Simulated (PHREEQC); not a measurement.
1 kg of water holding 0.074 mol/kgw NaCl and 0.0042 mol/kgw CaCl2 is evaporated at 25 °C; the solids stay in contact with the brine. No CO2 enters from the air. The run lets Halite, Portlandite precipitate or redissolve, and no other solid.

All values are PHREEQC results (Pitzer model, pitzer.dat), not measurements.

```tsv
water left (kg)	ionic strength	water activity	Halite (mol)	Ca in solution (mol/kgw)	Cl in solution (mol/kgw)	Na in solution (mol/kgw)
1	0.0866	0.997	0	0.00420	0.0824	0.0740
0.6755	0.128	0.996	0	0.00622	0.122	0.110
0.375	0.231	0.993	0	0.0112	0.220	0.197
0.2533	0.342	0.990	0	0.0166	0.325	0.292
0.1407	0.616	0.981	0	0.0299	0.586	0.526
0.09502	0.911	0.972	0	0.0442	0.867	0.779
0.05275	1.64	0.948	0	0.0796	1.56	1.40
0.03564	2.43	0.921	0	0.118	2.31	2.08
0.01979	4.38	0.845	0	0.212	4.16	3.74
0.01337	6.48	0.751	0	0.314	6.16	5.53
0.007426	6.87	0.744	0.0356	0.566	6.31	5.17
0.005012	7.24	0.739	0.0503	0.838	6.40	4.73
```

Halite from water left = 0.01099 kg.

Species that the database lacks are ignored.
